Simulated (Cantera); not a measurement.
A perfectly stirred reactor is fed with CH3OH : O2 : N2 = 0.0025 : 0.047 : 1 (molar parts), at 5.00 bar; it is held at 1325 K, and followed from long to short residence time.

Model: GRI-Mech 3.0 (53 species, 325 reactions), integrated in Cantera. GRI-Mech 3.0 was tuned for natural gas; its chemistry of methanol as a main component is partial and can be far from experiment.

Task: What does this change do: CH3OH 0.0025 to 0.0019 parts?

Result: 
```json
[
 {"quantity": "x(CH3OH) at τ = 0.510 s", "before": "2.05e-6", "after": "1.72e-6"},
 {"quantity": "x(O2) at τ = 0.510 s", "before": "0.0412", "after": "0.0421"},
 {"quantity": "x(CH2) at τ = 0.510 s", "before": "<1e-12", "after": "<1e-12"},
 {"quantity": "x(CH4) at τ = 0.510 s", "before": "2.12e-10", "after": "1.60e-10"},
 {"quantity": "x(H2O) at τ = 0.510 s", "before": "0.00475", "after": "0.00361"},
 {"quantity": "x(CH3OH) at τ = 25.0 ms", "before": "2.44e-5", "after": "2.09e-5"},
 {"quantity": "x(O2) at τ = 25.0 ms", "before": "0.0415", "after": "0.0424"},
 {"quantity": "x(CH2) at τ = 25.0 ms", "before": "2.53e-12", "after": "2.07e-12"},
 {"quantity": "x(CH4) at τ = 25.0 ms", "before": "1.86e-9", "after": "1.49e-9"},
 {"quantity": "x(H2O) at τ = 25.0 ms", "before": "0.00468", "after": "0.00355"}
]
```
